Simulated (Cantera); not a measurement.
A freely propagating, adiabatic, planar premixed flame of H2 : O2 : N2 = 1 : 0.455 : 1.71 (molar parts), unburnt at 525 K and 2.40 bar; mixture-averaged transport, grid criteria slope 0.08 and curve 0.16, no radiation.

Cantera simulation using the H2/O2 subset of GRI-Mech 3.0, which has no nitrogen chemistry; the numbers are that mechanism's predictions, not measurements. The hydrogen kinetics of GRI-Mech 3.0 are dated; newer H2 mechanisms differ, most at raised pressure. Burning velocities carry a grid error of a few per cent, more on coarse grids.

Question: How do the results move with these cheaper or finer settings: unity-Lewis-number transport; multicomponent transport; multicomponent+Soret transport; grid criteria slope 0.5, curve 1; grid criteria slope 0.25, curve 0.5; grid criteria slope 0.03, curve 0.06?

Answer: 
```
setting                               laminar burning velocity  thermal thickness  peak x(H2O2)  peak x(HO2)  grid points
------------------------------------  ------------------------  -----------------  ------------  -----------  -----------
as above                                              635 cm/s           0.143 mm       5.48e-5     0.000651          107
unity-Lewis-number transport                          435 cm/s           0.117 mm       2.21e-5     0.000474          101
multicomponent transport                              624 cm/s           0.142 mm       5.54e-5     0.000652          107
multicomponent+Soret transport                        586 cm/s           0.139 mm       5.76e-5     0.000653          110
grid criteria slope 0.5, curve 1                      695 cm/s           0.176 mm       4.62e-5     0.000626           45
grid criteria slope 0.25, curve 0.5                   655 cm/s           0.155 mm       5.02e-5     0.000639           54
grid criteria slope 0.03, curve 0.06                  630 cm/s           0.139 mm       5.66e-5     0.000659          248
```
Unity Lewis numbers drop preferential diffusion, which matters most where H2 and H carry the flame; Soret adds thermal diffusion.
